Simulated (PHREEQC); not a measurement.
# Acid rinse or clean

A solution holds 0.036 mol HBr and 0.38 mol NiCl2 per kg of water, at 89 °C. Closed to the air; pH follows from the charge balance.

The numbers come from PHREEQC with the ion-association model, wateq4f.dat.

```json
{
  "pH": "1.58",
  "ionic_strength": "0.838 mol/kgw",
  "activity_of_water": "0.983",
  "total_alkalinity": "-36.0 meq/kg"
}
```

```
species  molality  activity   log γ
-------  --------  --------  ------
Cl-         0.569     0.325  -0.243
Ni+2        0.239    0.0707  -0.529
NiCl+      0.0783    0.0577  -0.132
NiCl2      0.0562    0.0682   0.084
H+         0.0360    0.0261  -0.141
Br-        0.0294    0.0217  -0.132
```

Precipitation was switched off in this run. Caution: at this ionic strength the ion-association model is outside its range; a Pitzer model would be the better tool where its parameters exist. Away from 25 °C the constants follow the database's enthalpies or fits; those with neither stay at their 25 °C values.
